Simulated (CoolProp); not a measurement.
Vapour-liquid equilibrium of n-butane (1) + n-decane (2) at 371.2 K; x and y are mole fractions of (1).

Model: multi-fluid Helmholtz-energy mixture model, Bücker 2006 and Lemmon 2006; pair parameters Kunz 2012, in CoolProp.

```tsv
x	bubble pressure, mixture model (MPa)	bubble pressure, Raoult's law (MPa)	y, mixture model	y, Raoult's law
0.05	0.07589	0.08184	0.884	0.897
0.2	0.2725	0.3008	0.969	0.976
0.35	0.4680	0.5198	0.983	0.989
0.5	0.6679	0.7388	0.989	0.994
0.65	0.8776	0.9577	0.993	0.997
0.8	1.106	1.177	0.996	0.998
0.95	1.368	1.396	0.999	1.000
```

The largest gap from Raoult's law is -10.0 % in bubble pressure, at x = 0.35. No azeotrope shows between x = 0.05 and 0.95.

Pair parameters are fitted to limited data, so mixtures are less certain than the pure fluids.
